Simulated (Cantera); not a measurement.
Input (Python, Cantera):

```python
import numpy as np
import cantera as ct

gas = ct.Solution("h2o2.yaml")
gas.TPX = 500, 500000, {'H2': 1, 'O2': 0.417, 'N2': 1.57}
flame = ct.FreeFlame(gas, width=0.013)
flame.set_refine_criteria(ratio=3, slope=0.08, curve=0.16)
flame.transport_model = "mixture-averaged"
flame.solve(loglevel=0, auto=True)
flame.transport_model = "multicomponent"
flame.soret_enabled = True
flame.solve(loglevel=0, refine_grid=True)
z, T = flame.grid, flame.T
thick = (T[-1] - T[0]) / np.gradient(T, z).max()
show = ['H2', 'O2', 'H2O', 'O', 'H', 'HO2']
print(f"laminar burning velocity  {flame.velocity[0] * 100:.3f} cm/s")
print(f"burnt temperature         {T[-1]:.1f} K")
print(f"thermal thickness         {thick * 1e3:.4f} mm")
print(f"grid points               {len(z)}")
z0 = z[flame.heat_release_rate.argmax()]
print(f"{'z/mm':>9s}{'T/K':>9s}{'u/(m/s)':>9s}" + "".join(f"{s:>11s}" for s in show))
rows = []
for k in (-3, -2, -1.5, -1, -0.5, -0.25, 0, 0.25, 0.5, 1, 2, 4, 8):
    zz = z0 + k * thick
    rows.append([k * thick, np.interp(zz, z, T), np.interp(zz, z, flame.velocity),
                 *(np.interp(zz, z, flame.X[gas.species_index(s)]) for s in show)])
    print(f"{rows[-1][0] * 1e3:9.3f}{rows[-1][1]:9.1f}{rows[-1][2]:9.3f}" + "".join(f"{x:11.3e}" for x in rows[-1][3:]))
```

It prints:

```
laminar burning velocity  547.638 cm/s
burnt temperature         2540.2 K
thermal thickness         0.0524 mm
grid points               109
     z/mm      T/K  u/(m/s)         H2         O2        H2O          O          H        HO2
   -0.157    500.0    5.476  3.348e-01  1.396e-01  9.504e-10  4.193e-12  1.986e-14  7.580e-11
   -0.105    500.0    5.476  3.347e-01  1.396e-01  4.317e-08  2.108e-10  1.011e-12  4.275e-09
   -0.079    500.1    5.473  3.343e-01  1.397e-01  5.657e-07  2.687e-09  1.319e-11  6.543e-08
   -0.052    500.7    5.461  3.316e-01  1.403e-01  1.113e-05  4.822e-08  4.807e-10  1.642e-06
   -0.026    539.5    5.659  3.012e-01  1.457e-01  1.845e-03  6.379e-06  1.656e-05  3.768e-04
   -0.013    845.5    8.516  2.529e-01  1.386e-01  3.071e-02  2.908e-04  2.543e-03  8.914e-04
    0.000   1336.6   13.195  1.803e-01  1.000e-01  1.129e-01  2.847e-03  1.801e-02  3.770e-04
    0.013   1680.7   16.478  1.115e-01  5.065e-02  2.020e-01  5.914e-03  3.491e-02  1.628e-04
    0.026   1867.2   18.234  8.005e-02  2.458e-02  2.475e-01  6.545e-03  3.933e-02  7.126e-05
    0.052   2047.3   19.851  6.777e-02  1.161e-02  2.725e-01  5.585e-03  3.340e-02  2.930e-05
    0.105   2208.8   21.222  6.538e-02  7.237e-03  2.865e-01  3.643e-03  2.330e-02  1.539e-05
    0.210   2342.1   22.307  6.280e-02  4.283e-03  2.991e-01  1.983e-03  1.496e-02  7.721e-06
    0.419   2436.5   23.048  6.009e-02  2.236e-03  3.094e-01  9.581e-04  9.317e-03  3.472e-06
```

Computed with Cantera and the H2/O2 subset of GRI-Mech 3.0, which has no nitrogen chemistry. The hydrogen kinetics of GRI-Mech 3.0 are dated; newer H2 mechanisms differ, most at raised pressure. Burning velocities carry a grid error of a few per cent, more on coarse grids.
